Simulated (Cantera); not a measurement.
An isothermal, constant-pressure homogeneous reactor starts with 27.8 % C2H6, 72.2 % N2, at 1700 K and 100.0 Torr.

Detailed kinetics in Cantera: GRI-Mech 3.0 (53 species, 325 reactions). GRI-Mech 3.0 stops at C3 and has no aromatics, soot or wall deposition, so with more carbon than oxygen in the feed, carbon stays in small species such as C2H2 where larger ones or solid carbon would form.

### Question
Predict: x(C2H6) at 100 s; x(H) at 100 s; x(CH3) at 100 s; x(C2H2) at 100 s; x(C2H4) at 100 s; x(C2H) at 100 s; x(HCN) at 100 s.

### Answer
- x(C2H6) at 100 s = 4.34e-8 (gas-phase equilibrium 2.83e-8)
- x(H) at 100 s = 0.000242 (gas-phase equilibrium 0.000242)
- x(CH3) at 100 s = 2.08e-5 (gas-phase equilibrium 1.68e-5)
- x(C2H2) at 100 s = 0.178 (gas-phase equilibrium 0.116)
- x(C2H4) at 100 s = 0.000407 (gas-phase equilibrium 0.000265)
- x(C2H) at 100 s = 6.76e-7 (gas-phase equilibrium 4.40e-7)
- x(HCN) at 100 s = 1.80e-5 (gas-phase equilibrium 0.125)
